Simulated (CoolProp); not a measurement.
A Linde-Hampson liquefier for carbon monoxide: isothermal reversible compression at 290 K from 1 atm to 20 MPa, throttling to 1 atm, return gas leaving the recuperator 0 K below the feed. Each further row changes one setting.

Model: reference Helmholtz-energy equation of state, Lemmon 2006, in CoolProp. It is a short technical equation, of lower accuracy than the large ones.

```json
[
 {"case": "as stated", "liquid yield per pass": "___", "compression work (kJ/kg of gas)": "453"},
 {"case": "high pressure 40 MPa", "liquid yield per pass": "___", "compression work (kJ/kg of gas)": "___"},
 {"case": "warm-end temperature 320 K", "liquid yield per pass": "___", "compression work (kJ/kg of gas)": "___"},
 {"case": "warm-end gap 5 K", "liquid yield per pass": "0.083", "compression work (kJ/kg of gas)": "453"}
]
```

Task: Fill in the missing entries.

Result: 
- as stated, liquid yield per pass: 0.094
- high pressure 40 MPa, liquid yield per pass: 0.116
- high pressure 40 MPa, compression work (kJ/kg of gas): 519
- warm-end temperature 320 K, liquid yield per pass: 0.069
- warm-end temperature 320 K, compression work (kJ/kg of gas): 503
